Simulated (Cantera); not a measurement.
# Silicon carbide growth: Si(CH3)4 + C2H4 + H2

A closed system holds: 1 mol Si(CH3)4, 0.0073 mol C2H4, 22 mol H2, held at 0.0290 bar.

These are equilibrium values from Cantera (NASA tables, ideal gas, pure condensed phases), not measurements of a reactor. Candidate condensed phases: C, C6H6, C7H8, C8H18, Si, SiC; 87 gas species. Gases not in the tables: Si2H6 and higher silanes. Equilibrium is a limit: real reactors are often held back by kinetics, nucleation or transport.

```json
[
 {"T (K)": "1223", "x H2": "1.000", "x H": "1.77e-6", "x C2H2 (acetylene)": "1.57e-7", "x Si": "<1e-12", "x SiC2": "<1e-12", "x CH4": "0.000386", "x Si2C": "<1e-12", "n C(graphite)": "3.00", "n SiC(s)": "1.00"},
 {"T (K)": "1373", "x H2": "1.000", "x H": "1.96e-5", "x C2H2 (acetylene)": "1.73e-6", "x Si": "5.67e-11", "x SiC2": "<1e-12", "x CH4": "0.000146", "x Si2C": "<1e-12", "n C(graphite)": "3.01", "n SiC(s)": "1.00"},
 {"T (K)": "1523", "x H2": "1.000", "x H": "0.000136", "x C2H2 (acetylene)": "1.18e-5", "x Si": "4.95e-9", "x SiC2": "1.05e-11", "x CH4": "6.68e-5", "x Si2C": "9.01e-12", "n C(graphite)": "3.01", "n SiC(s)": "1.000"},
 {"T (K)": "1673", "x H2": "0.999", "x H": "0.000668", "x C2H2 (acetylene)": "5.69e-5", "x Si": "1.92e-7", "x SiC2": "1.26e-9", "x CH4": "3.52e-5", "x Si2C": "9.84e-10", "n C(graphite)": "3.01", "n SiC(s)": "1.000"},
 {"T (K)": "1823", "x H2": "0.997", "x H": "0.00254", "x C2H2 (acetylene)": "0.000211", "x Si": "4.07e-6", "x SiC2": "6.78e-8", "x CH4": "2.06e-5", "x Si2C": "4.88e-8", "n C(graphite)": "3.00", "n SiC(s)": "1.000"},
 {"T (K)": "1973", "x H2": "0.991", "x H": "0.00789", "x C2H2 (acetylene)": "0.000635", "x Si": "5.39e-5", "x SiC2": "1.96e-6", "x CH4": "1.30e-5", "x Si2C": "1.32e-6", "n C(graphite)": "2.98", "n SiC(s)": "0.998"},
 {"T (K)": "2123", "x H2": "0.977", "x H": "0.0208", "x C2H2 (acetylene)": "0.00162", "x Si": "0.000493", "x SiC2": "3.50e-5", "x CH4": "8.65e-6", "x Si2C": "2.20e-5", "n C(graphite)": "2.94", "n SiC(s)": "0.982"},
 {"T (K)": "2273", "x H2": "0.944", "x H": "0.0479", "x C2H2 (acetylene)": "0.00356", "x Si": "0.00336", "x SiC2": "0.000422", "x CH4": "5.84e-6", "x Si2C": "0.000251", "n C(graphite)": "2.91", "n SiC(s)": "0.868"}
]
```
x: gas mole fraction; n: condensed amount in mol.

From 1223 K to 2273 K the condensed part is C(graphite) + SiC(s).
